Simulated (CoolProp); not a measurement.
Aqueous ethanol as a coolant, at 1 °C, 1 atm.

Values from CoolProp's Melinder's fits for secondary coolants.

```
mass %  freezing point (°C)  cp (kJ/(kg K))  density (kg/m³)  viscosity (mPa s)  Prandtl number
------  -------------------  --------------  ---------------  -----------------  --------------
1.1                    -0.5           4.243            997.8               1.85            14.1
6.6                    -2.7           4.357            988.9               2.60            21.6
12.2                   -5.6           4.409            982.7               3.55            31.9
17.7                   -9.3           4.393            977.6               4.57            43.5
23.3                  -13.9           4.315            972.3               5.52            55.2
28.8                  -19.0           4.196            966.0               6.23            64.7
34.4                  -24.4           4.051            958.2               6.64            71.3
39.9                  -29.4           3.903            948.9               6.72            74.3
45.5                  -34.2           3.758            938.1               6.55            74.5
51                    -38.3           3.619            926.4               6.19            72.6
```
